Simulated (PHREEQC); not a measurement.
LiOH is added in steps, without added water, to 1 kg of water holding 0.015 mol/kgw H3BO3, 0.024 mol/kgw NaF and 0.0016 mol/kgw NaCl, at 20 °C. O2 is buffered at 0.21 atm. The system is closed to CO2. Precipitation was switched off in this run.

Base run: PHREEQC, ion-association model, phreeqc.dat. Each further column changes one thing. The table gives pH.

```json
[
 {"LiOH added (mol)": "0", "base": "6.77", "temperature from 20 to 70 °C": "6.69", "diluted 5-fold with water": "?", "temperature from 20 to 90 °C": "6.67", "solids may form": "6.77"},
 {"LiOH added (mol)": "0.0019", "base": "8.38", "temperature from 20 to 70 °C": "8.02", "diluted 5-fold with water": "?", "temperature from 20 to 90 °C": "7.90", "solids may form": "8.38"},
 {"LiOH added (mol)": "0.004275", "base": "8.81", "temperature from 20 to 70 °C": "8.45", "diluted 5-fold with water": "11.24", "temperature from 20 to 90 °C": "8.33", "solids may form": "8.81"},
 {"LiOH added (mol)": "0.006175", "base": "9.05", "temperature from 20 to 70 °C": "8.69", "diluted 5-fold with water": "?", "temperature from 20 to 90 °C": "8.56", "solids may form": "9.05"},
 {"LiOH added (mol)": "0.00855", "base": "9.33", "temperature from 20 to 70 °C": "8.95", "diluted 5-fold with water": "?", "temperature from 20 to 90 °C": "8.82", "solids may form": "9.33"},
 {"LiOH added (mol)": "0.01045", "base": "9.56", "temperature from 20 to 70 °C": "9.17", "diluted 5-fold with water": "11.98", "temperature from 20 to 90 °C": "9.03", "solids may form": "9.56"},
 {"LiOH added (mol)": "0.01282", "base": "9.96", "temperature from 20 to 70 °C": "9.49", "diluted 5-fold with water": "12.10", "temperature from 20 to 90 °C": "9.31", "solids may form": "9.96"},
 {"LiOH added (mol)": "0.01473", "base": "10.59", "temperature from 20 to 70 °C": "9.80", "diluted 5-fold with water": "?", "temperature from 20 to 90 °C": "9.54", "solids may form": "10.59"},
 {"LiOH added (mol)": "0.0171", "base": "11.42", "temperature from 20 to 70 °C": "10.15", "diluted 5-fold with water": "?", "temperature from 20 to 90 °C": "9.82", "solids may form": "11.42"},
 {"LiOH added (mol)": "0.019", "base": "11.69", "temperature from 20 to 70 °C": "10.35", "diluted 5-fold with water": "?", "temperature from 20 to 90 °C": "9.99", "solids may form": "11.69"}
]
```

Problem. Some entries are withheld; supply them.

Solution. 
- 0, diluted 5-fold with water: 6.38
- 0.0019, diluted 5-fold with water: 9.47
- 0.006175, diluted 5-fold with water: 11.62
- 0.00855, diluted 5-fold with water: 11.86
- 0.01473, diluted 5-fold with water: 12.17
- 0.0171, diluted 5-fold with water: 12.25
- 0.019, diluted 5-fold with water: 12.30

Real BF4- forms and hydrolyses slowly; the run takes it at equilibrium. Away from 25 °C the constants follow the database's enthalpies or fits; those with neither stay at their 25 °C values. Solids allowed in the column 'solids may form': Halite.
